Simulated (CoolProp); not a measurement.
Vapour-liquid equilibrium of propane (1) + n-perfluorobutane (2) at 327.9 K; x and y are mole fractions of (1).

The numbers come from the multi-fluid Helmholtz-energy mixture model, Lemmon 2009 and Gao 2022; pair parameters Bell 2016 in CoolProp.

```
x     bubble pressure, mixture model (MPa)  bubble pressure, Raoult's law (MPa)  y, mixture model  y, Raoult's law
----  ------------------------------------  -----------------------------------  ----------------  ---------------
0.05                                0.7784                               0.6928        (withheld)            0.137
0.2                             (withheld)                               0.8830             0.475            0.430
0.35                                 1.428                                1.073        (withheld)            0.619
0.5                                  1.621                                1.263        (withheld)            0.751
0.65                                 1.763                                1.453             0.757            0.848
0.8                                  1.864                                1.644        (withheld)            0.923
0.95                                 1.905                                1.834             0.950            0.983
```

Question: Some entries are withheld; supply them.

Answer: 
- 0.05, y, mixture model: 0.192
- 0.2, bubble pressure, mixture model (MPa): 1.156
- 0.35, y, mixture model: 0.603
- 0.5, y, mixture model: 0.686
- 0.8, y, mixture model: 0.838

The largest gap from Raoult's law is +33.1 % in bubble pressure, at x = 0.35. y crosses x between x = 0.8 and 0.95: the model has an azeotrope there.

The pair parameters rest on a limited set of measurements; away from them the model extrapolates.
